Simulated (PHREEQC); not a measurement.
Synthetic water in mg/L, 20 °C, pH 6.83, pe 10.5:

```json
[
 {"constituent": "Na", "mg/L": "0.0539"},
 {"constituent": "K", "mg/L": "3.67e-05"},
 {"constituent": "Ca", "mg/L": "0.149"},
 {"constituent": "Mg", "mg/L": "0.0407"},
 {"constituent": "Cl", "mg/L": "0.215"},
 {"constituent": "S(6) as SO4", "mg/L": "0.133"},
 {"constituent": "Alkalinity as HCO3", "mg/L": "0.265"},
 {"constituent": "Pb", "mg/L": "0.00175"},
 {"constituent": "O(0) (dissolved oxygen)", "mg/L": "0.000117"},
 {"constituent": "Li", "mg/L": "9.28e-05"},
 {"constituent": "F", "mg/L": "0.000208"}
]
```

Valence states are taken as typed.

Model: ion-association model, wateq4f.dat, run in PHREEQC.

```json
[
 {"quantity": "HCO3- (mol/kgw)", "before": "4.44e-6", "after": "4.13e-6"},
 {"quantity": "CO2 (mol/kgw)", "before": "1.57e-6", "after": "1.17e-6"},
 {"quantity": "Pb+2 (mol/kgw)", "before": "7.31e-9", "after": "7.24e-9"},
 {"quantity": "CO3-2 (mol/kgw)", "before": "1.28e-9", "after": "1.90e-9"},
 {"quantity": "PbOH+ (mol/kgw)", "before": "9.48e-10", "after": "9.39e-10"},
 {"quantity": "CaSO4 (mol/kgw)", "before": "9.38e-10", "after": "1.22e-9"},
 {"quantity": "SI of Pb(OH)2 (Pb(OH)2)", "before": "-2.81", "after": "-1.85"},
 {"quantity": "SI of Cerrusite (PbCO3)", "before": "-3.85", "after": "-4.03"}
]
```

Q: What was changed between the two runs?
A) temperature from 20 to 50 °C at the same typed pH
B) all concentrations times 2 at the same typed pH
C) K from 3.67e-05 to 1.83e-05 mg/L
D) pH from 6.83 to 7.13 at the same alkalinity

A: A, temperature from 20 to 50 °C at the same typed pH

No solid was allowed to form. Constants without temperature data keep their 25 °C values here.
